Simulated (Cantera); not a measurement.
Input: 1 mol SiH₂Cl₂, 1.3 mol NH₃, held at 1075 K and 1.90 mbar.

Equilibrium computed with Cantera from the NASA thermochemical tables; the gas is ideal and each condensed phase is pure. The tables' values for SiCl₃ are old estimates; treat these amounts as uncertain. Equilibrium is a limit: real reactors are often held back by kinetics, nucleation or transport.

```tsv
species	before	after
H₂	0.563	0.579
HCl	0.388	0.361
SiCl₄	0.0304	0.0385
N₂	0.0170	0.0215
SiCl₂	0.000266	5.53e-7
SiCl₃	0.000715	2.10e-5
SiHCl₃	0.000549	0.000172
Si₃N₄(s), mol	0.292	0.283
```
Gas species are given as mole fractions.

### Question
Which change was made?
A. NH₃ from 1.3 to 0.27 mol
B. pressure from 1.90 mbar to 0.200 bar
C. temperature from 1075 K to 1173.15 K
D. temperature from 1075 K to 898.15 K

### Answer
D, temperature from 1075 K to 898.15 K
